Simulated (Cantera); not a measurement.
**Equilibrium for chlorosilane synthesis and conversion: SiCl₄ + H₂ + Cl₂**

Charge: 1 mol SiCl₄, a varied amount of H₂, 2.9 mol Cl₂, equilibrated at 1325 K and 101000 Pa.

Method: chemical equilibrium by Gibbs-energy minimisation in Cantera with the NASA 1993 tables (ideal gas, pure condensed phases). Candidate condensed phases: Si; 19 gas species. The tables' values for SiCl₃ are old estimates; treat these amounts as uncertain. Equilibrium is a limit: real reactors are often held back by kinetics, nucleation or transport.

```csv
n(H₂) (mol),x HCl,x Cl₂,x SiCl₄,x H₂,x Cl
1,0.406,0.381,0.203,3.41e-9,0.00947
1.3,0.498,0.302,0.191,6.47e-9,0.00843
1.5,0.553,0.254,0.184,9.49e-9,0.00774
1.8,0.629,0.189,0.175,1.65e-8,0.00667
2.1,0.698,0.130,0.166,2.95e-8,0.00553
2.3,0.740,0.0942,0.161,4.58e-8,0.00471
2.6,0.799,0.0445,0.154,1.13e-7,0.00323
2.8,0.835,0.0140,0.149,3.92e-7,0.00182
3.1,0.829,1.93e-7,0.142,0.0280,6.75e-6
3.3,0.807,9.39e-8,0.138,0.0546,4.70e-6
3.6,0.775,5.15e-8,0.131,0.0919,3.48e-6
3.9,0.746,3.47e-8,0.126,0.126,2.86e-6
4.1,0.727,2.82e-8,0.122,0.148,2.58e-6
```
x: gas mole fraction; nothing condenses.

From 1 mol H₂ to 4.1 mol H₂ nothing is condensed. The main Si-bearing gas is SiCl₄ throughout.
